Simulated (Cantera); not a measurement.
A closed system holds: 1 mol Cu2O, 0.87 mol CH4, 0.68 mol CO, held at 1825 K and 0.00200 bar.

These are equilibrium values from Cantera (NASA tables, ideal gas, pure condensed phases), not measurements of a reactor. Candidate condensed phases: C, C6H6, C7H8, C8H18, Cu, CuO, Cu(OH)2, Cu2O, H2O; 113 gas species. Rates play no part.

Base state: Cu 0.360, H2 0.314, CO 0.295, H2O 0.0203, H 0.00551, CO2 0.00486, Cu2 0.000768, OH 2.49e-5 (mole fractions); condensed: Cu(l).

Task: What changes in the equilibrium state with this change: temperature from 1825 K to 850 K?

Result: 
```json
[
 {"species": "H2", "before": "0.314", "after": "0.518"},
 {"species": "CO", "before": "0.295", "after": "0.442"},
 {"species": "CO2", "before": "0.00486", "after": "0.0286"},
 {"species": "Cu", "before": "0.360", "after": "<1e-9"},
 {"species": "H2O", "before": "0.0203", "after": "0.0110"},
 {"species": "H", "before": "0.00551", "after": "<1e-9"},
 {"species": "Cu2", "before": "0.000768", "after": "<1e-9"},
 {"species": "CH4", "before": "<1e-9", "after": "9.83e-5"},
 {"species": "OH", "before": "2.49e-5", "after": "<1e-9"},
 {"species": "Cu(l), mol", "before": "0.131", "after": "0"},
 {"species": "Cu(s), mol", "before": "0", "after": "2.00"}
]
```

Task: What changes in the equilibrium state with this change: 0.22 mol CO2 added?

Result: 
```json
[
 {"species": "Cu", "before": "0.360", "after": "0.360"},
 {"species": "CO", "before": "0.295", "after": "0.307"},
 {"species": "H2", "before": "0.314", "after": "0.264"},
 {"species": "H2O", "before": "0.0203", "after": "0.0489"},
 {"species": "CO2", "before": "0.00486", "after": "0.0145"},
 {"species": "OH", "before": "2.49e-5", "after": "6.55e-5"},
 {"species": "H", "before": "0.00551", "after": "0.00506"},
 {"species": "Cu2", "before": "0.000768", "after": "0.000768"},
 {"species": "Cu(l), mol", "before": "0.131", "after": "0.00694"}
]
```
